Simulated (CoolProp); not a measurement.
Vapour-liquid equilibrium of n-hexane (1) + m-xylene (2) at 19.8 kPa; x and y are mole fractions of (1).

The numbers come from the multi-fluid Helmholtz-energy mixture model, Thol 2019 and Zhou 2012; pair parameters Bell 2016 in CoolProp.

```csv
x,"bubble temperature, mixture model (K)","bubble temperature, Raoult's law (K)","y, mixture model","y, Raoult's law"
0.05,350.2,350.9,0.351,0.337
0.125,337.8,340.1,0.642,0.606
0.2,328.3,332.1,0.786,0.746
0.275,321.2,325.9,0.862,0.827
0.35,315.9,320.8,0.904,0.878
0.425,311.9,316.6,0.930,0.912
0.5,308.8,313.0,0.947,0.936
0.575,306.4,309.9,0.959,0.954
0.65,304.5,307.2,0.967,0.967
0.725,302.9,304.8,0.975,0.977
0.8,301.5,302.6,0.981,0.985
0.875,300.1,300.6,0.987,0.992
0.95,298.7,298.8,0.994,0.997
```

The largest gap from Raoult's law is -4.9 K in bubble temperature, at x = 0.35. No azeotrope shows between x = 0.05 and 0.95.

The pair parameters rest on a limited set of measurements; away from them the model extrapolates.
